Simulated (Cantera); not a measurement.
Feed: 1 mol SiHCl3, 0.76 mol NH3, 3.1 mol N2, at 0.133 bar.

These are equilibrium values from Cantera (NASA tables, ideal gas, pure condensed phases), not measurements of a reactor. Candidate condensed phases: NH4Cl, Si, Si3N4; 28 gas species. The tables' values for SiCl3 are old estimates; treat these amounts as uncertain. The numbers say what is thermodynamically allowed, not how fast it happens. All values below are at 975 K.

Base state: N2 0.523, HCl 0.267, H2 0.147, SiCl4 0.0616, SiHCl3 0.000194, SiCl3 1.73e-5 (mole fractions); condensed: Si3N4(s).

Question: What changes in the equilibrium state with this change: N2 from 3.1 to 20 mol?

Answer: 
```csv
species,before,after
N2,0.523,0.874
HCl,0.267,0.0854
H2,0.147,0.0293
SiCl4,0.0616,0.0116
SiHCl3,0.000194,2.27e-5
SiCl3,1.73e-5,4.54e-6
"Si3N4(s), mol",0.213,0.245
```
